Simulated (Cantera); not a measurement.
Charge: 1 mol SiH4, 0.19 mol HCl, 1.6 mol H2, at 1275 K and 100 Torr.

These are equilibrium values from Cantera (NASA tables, ideal gas, pure condensed phases), not measurements of a reactor. Candidate condensed phases: Si; 19 gas species. The tables' values for SiCl3 are old estimates; treat these amounts as uncertain. Equilibrium is a limit: real reactors are often held back by kinetics, nucleation or transport.

Base state: H2 0.959, HCl 0.0357, SiCl2 0.00344, SiHCl3 0.000824, SiCl4 0.000760, SiCl3 0.000634, SiH2Cl2 0.000124 (mole fractions); condensed: Si(s).

Q: What changes in the equilibrium state with this change: temperature from 1275 K to 2498 K?

A: 
| species | before | after |
|---|---|---|
| H2 | 0.959 | 0.853 |
| H | 1.98e-6 | 0.0630 |
| HCl | 0.0357 | 0.0375 |
| Si | <1e-9 | 0.0351 |
| SiH | <1e-9 | 0.00313 |
| Si2 | <1e-9 | 0.000934 |
| SiCl4 | 0.000760 | 1.10e-9 |
| SiCl | 1.34e-8 | 0.00225 |
| Si3 | <1e-9 | 0.000161 |
| Si(s), mol | 0.978 | 0 |
| Si(l), mol | 0 | 0.812 |
The tables' values for SiCl are old estimates; treat these amounts as uncertain. Gases not in the tables: Si2H6 and higher silanes.

Q: What changes in the equilibrium state with this change: 0.46 mol HF added?

A: 
| species | before | after |
|---|---|---|
| H2 | 0.959 | 0.932 |
| HCl | 0.0357 | 0.0334 |
| SiF4 | 0 | 0.0233 |
| SiHF3 | 0 | 0.00419 |
| SiF3 | 0 | 0.00153 |
| HF | 0 | 0.000378 |
| SiH2F2 | 0 | 0.000362 |
| SiF2 | 0 | 9.05e-5 |
| SiCl4 | 0.000760 | 0.000619 |
| Si(s), mol | 0.978 | 0.858 |
The tables' values for SiF3, SiCl3, SiF2 are old estimates; treat these amounts as uncertain.
